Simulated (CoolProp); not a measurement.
Model: reference Helmholtz-energy equation of state, Thol 2019, in CoolProp.

**Question.** Give the vapour pressure (MPa), liquid density (kg/m³), vapour density (kg/m³), enthalpy of vaporisation (kJ/kg) of saturated n-pentane at 271.5, 296.9 K.

**Answer.** 
```csv
T (K),p (MPa),liquid density (kg/m³),vapour density (kg/m³),enthalpy of vaporisation (kJ/kg)
271.5,0.0227,647,0.736,386
296.9,0.0652,622,1.97,367
```
